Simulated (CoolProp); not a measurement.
Properties of ammonia at several states.

The numbers come from the reference Helmholtz-energy equation of state, Gao 2020 in CoolProp.

```tsv
T (°C)	p (bar)	phase	density (kg/m³)	cv (kJ/(kg K))	isothermal compressibility (1/MPa)	expansivity (1/kK)
371.95	176	supercritical	…	…	0.06157	…
224.35	234	supercritical	156.8	2.548	0.06444	8.207
273.75	97.2	gas	…	2.234	0.1151	…
273.15	1.28	gas	0.4806	…	7.823	1.840
```

What belongs in the gaps?


- 371.95, density (kg/m³): 61.25
- 371.95, cv (kJ/(kg K)): 2.387
- 371.95, expansivity (1/kK): 2.286
- 273.75, density (kg/m³): 40.71
- 273.75, expansivity (1/kK): 2.754
- 273.15, cv (kJ/(kg K)): 2.060
